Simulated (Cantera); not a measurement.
Input (Python, Cantera):

```python
import numpy as np
import cantera as ct

gas = ct.Solution("h2o2.yaml")
gas.TPX = 698, 101325, {'H2': 1, 'O2': 0.909, 'N2': 3.42}
flame = ct.FreeFlame(gas, width=0.04)
flame.set_refine_criteria(ratio=3, slope=0.08, curve=0.16)
flame.transport_model = "mixture-averaged"
flame.solve(loglevel=0, auto=True)
z, T = flame.grid, flame.T
thick = (T[-1] - T[0]) / np.gradient(T, z).max()
show = ['H2', 'O2', 'H', 'H2O2', 'H2O', 'O']
print(f"laminar burning velocity  {flame.velocity[0] * 100:.3f} cm/s")
print(f"burnt temperature         {T[-1]:.1f} K")
print(f"thermal thickness         {thick * 1e3:.4f} mm")
print(f"grid points               {len(z)}")
z0 = z[flame.heat_release_rate.argmax()]
print(f"{'z/mm':>9s}{'T/K':>9s}{'u/(m/s)':>9s}" + "".join(f"{s:>11s}" for s in show))
rows = []
for k in (-3, -2, -1.5, -1, -0.5, -0.25, 0, 0.25, 0.5, 1, 2, 4, 8):
    zz = z0 + k * thick
    rows.append([k * thick, np.interp(zz, z, T), np.interp(zz, z, flame.velocity),
                 *(np.interp(zz, z, flame.X[gas.species_index(s)]) for s in show)])
    print(f"{rows[-1][0] * 1e3:9.3f}{rows[-1][1]:9.1f}{rows[-1][2]:9.3f}" + "".join(f"{x:11.3e}" for x in rows[-1][3:]))
```

Output:

```
laminar burning velocity  586.462 cm/s
burnt temperature         2059.8 K
thermal thickness         0.4531 mm
grid points               127
     z/mm      T/K  u/(m/s)         H2         O2          H       H2O2        H2O          O
   -1.359    698.0    5.865  1.877e-01  1.706e-01  5.181e-15  2.161e-14  5.555e-12  2.172e-15
   -0.906    698.0    5.865  1.876e-01  1.706e-01  1.712e-11  2.249e-12  1.027e-09  3.942e-12
   -0.680    698.0    5.864  1.876e-01  1.706e-01  1.197e-09  6.952e-11  2.376e-08  1.913e-10
   -0.453    698.1    5.863  1.873e-01  1.707e-01  4.826e-07  1.504e-08  2.832e-06  4.303e-08
   -0.227    727.0    6.050  1.778e-01  1.712e-01  3.125e-04  5.878e-06  2.127e-03  2.665e-05
   -0.113    900.9    7.334  1.443e-01  1.660e-01  4.226e-03  1.060e-05  2.190e-02  5.896e-04
    0.000   1225.6    9.742  7.524e-02  1.358e-01  1.701e-02  7.658e-06  8.636e-02  5.318e-03
    0.113   1477.4   11.634  2.691e-02  9.995e-02  2.234e-02  4.149e-06  1.467e-01  1.176e-02
    0.227   1613.7   12.640  1.464e-02  8.817e-02  1.851e-02  2.276e-06  1.668e-01  1.304e-02
    0.453   1751.8   13.622  1.039e-02  8.433e-02  1.146e-02  1.162e-06  1.778e-01  1.070e-02
    0.906   1872.3   14.449  7.132e-03  8.317e-02  5.621e-03  6.391e-07  1.867e-01  7.104e-03
    1.812   1962.8   15.055  4.007e-03  8.307e-02  2.125e-03  3.812e-07  1.943e-01  3.880e-03
    3.624   2018.9   15.424  1.817e-03  8.358e-02  6.097e-04  2.347e-07  1.996e-01  1.736e-03
```

Computed with Cantera and the H2/O2 subset of GRI-Mech 3.0, which has no nitrogen chemistry. Burning velocities carry a grid error of a few per cent, more on coarse grids. Lean hydrogen flames are cellular in practice and burn faster than this planar one.
